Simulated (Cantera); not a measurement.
A closed system holds: 1 mol Ta2O5, 13 mol H2, equilibrated at 30.0 Pa.

Cantera equilibrium calculation (NASA polynomials, part measured and part estimated; ideal gas, pure solids and liquids). Candidate condensed phases: H2O, Ta, Ta2O5; 12 gas species. Mutual solubility and eutectic melting of coexisting phases are not modelled. Condensed phases not in the tables: N, O or C dissolved in the metal. Kinetics and transport are ignored.

x: gas mole fraction; n: condensed amount in mol.

```json
[
 {"T (K)": "900", "x H2": "1.00", "x H": "6.75e-9", "x H2O": "?", "x TaO2": "<1e-12", "x TaO": "<1e-12", "x OH": "<1e-12", "x O": "<1e-12", "n Ta2O5(s)": "1.00", "n Ta(s)": "0"},
 {"T (K)": "975", "x H2": "1.00", "x H": "6.60e-8", "x H2O": "?", "x TaO2": "<1e-12", "x TaO": "<1e-12", "x OH": "<1e-12", "x O": "<1e-12", "n Ta2O5(s)": "1.00", "n Ta(s)": "0"},
 {"T (K)": "1050", "x H2": "1.000", "x H": "4.68e-7", "x H2O": "?", "x TaO2": "<1e-12", "x TaO": "<1e-12", "x OH": "<1e-12", "x O": "<1e-12", "n Ta2O5(s)": "1.000", "n Ta(s)": "0"},
 {"T (K)": "1125", "x H2": "1.000", "x H": "2.57e-6", "x H2O": "?", "x TaO2": "<1e-12", "x TaO": "<1e-12", "x OH": "<1e-12", "x O": "<1e-12", "n Ta2O5(s)": "1.000", "n Ta(s)": "0"},
 {"T (K)": "1200", "x H2": "1.000", "x H": "1.14e-5", "x H2O": "?", "x TaO2": "<1e-12", "x TaO": "<1e-12", "x OH": "<1e-12", "x O": "<1e-12", "n Ta2O5(s)": "1.000", "n Ta(s)": "0"},
 {"T (K)": "1275", "x H2": "1.000", "x H": "4.26e-5", "x H2O": "?", "x TaO2": "6.16e-12", "x TaO": "1.51e-12", "x OH": "5.41e-12", "x O": "<1e-12", "n Ta2O5(s)": "1.000", "n Ta(s)": "0"},
 {"T (K)": "1350", "x H2": "1.000", "x H": "0.000138", "x H2O": "?", "x TaO2": "1.40e-10", "x TaO": "3.27e-11", "x OH": "5.44e-11", "x O": "<1e-12", "n Ta2O5(s)": "1.000", "n Ta(s)": "0"},
 {"T (K)": "1425", "x H2": "1.000", "x H": "0.000394", "x H2O": "?", "x TaO2": "2.28e-9", "x TaO": "5.09e-10", "x OH": "4.28e-10", "x O": "<1e-12", "n Ta2O5(s)": "1.000", "n Ta(s)": "0.000258"},
 {"T (K)": "1500", "x H2": "0.999", "x H": "0.00102", "x H2O": "?", "x TaO2": "2.78e-8", "x TaO": "6.00e-9", "x OH": "2.73e-9", "x O": "2.40e-12", "n Ta2O5(s)": "1.000", "n Ta(s)": "0.000488"},
 {"T (K)": "1575", "x H2": "0.997", "x H": "0.00240", "x H2O": "?", "x TaO2": "2.66e-7", "x TaO": "5.55e-8", "x OH": "1.45e-8", "x O": "2.93e-11", "n Ta2O5(s)": "1.000", "n Ta(s)": "0.000865"},
 {"T (K)": "1650", "x H2": "0.994", "x H": "0.00523", "x H2O": "?", "x TaO2": "2.05e-6", "x TaO": "4.18e-7", "x OH": "6.62e-8", "x O": "2.84e-10", "n Ta2O5(s)": "0.999", "n Ta(s)": "0.00144"},
 {"T (K)": "1725", "x H2": "0.989", "x H": "0.0107", "x H2O": "?", "x TaO2": "1.32e-5", "x TaO": "2.63e-6", "x OH": "2.63e-7", "x O": "2.25e-9", "n Ta2O5(s)": "0.999", "n Ta(s)": "0.00226"}
]
```

Task: Fill in the missing entries.

Result: 
- 900, x H2O: 2.35e-8
- 975, x H2O: 1.19e-7
- 1050, x H2O: 4.76e-7
- 1125, x H2O: 1.57e-6
- 1200, x H2O: 4.41e-6
- 1275, x H2O: 1.09e-5
- 1350, x H2O: 2.43e-5
- 1425, x H2O: 4.96e-5
- 1500, x H2O: 9.39e-5
- 1575, x H2O: 0.000166
- 1650, x H2O: 0.000278
- 1725, x H2O: 0.000443
